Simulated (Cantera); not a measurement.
Mixture: 14.2 % CH₄, 0.526 % H₂, 17.9 % O₂, 67.4 % N₂, at 0.310 bar, adiabatic and at constant pressure. Ignition delay is the time to a rise of 400 K.

Cantera simulation using GRI-Mech 3.0 (53 species, 325 reactions); the numbers are that mechanism's predictions, not measurements.

Predict: delay at 1173 K; delay at 1223 K; delay at 1273 K; delay at 1323 K; delay at 1373 K; delay at 1423 K; delay at 1473 K; apparent activation energy between 1373 and 1473 K.


```json
{
  "delay at 1173 K": "0.144 s",
  "delay at 1223 K": "71.5 ms",
  "delay at 1273 K": "36.7 ms",
  "delay at 1323 K": "19.4 ms",
  "delay at 1373 K": "10.7 ms",
  "delay at 1423 K": "6.13 ms",
  "delay at 1473 K": "3.67 ms",
  "apparent activation energy between 1373 and 1473 K": "180 kJ/mol"
}
```
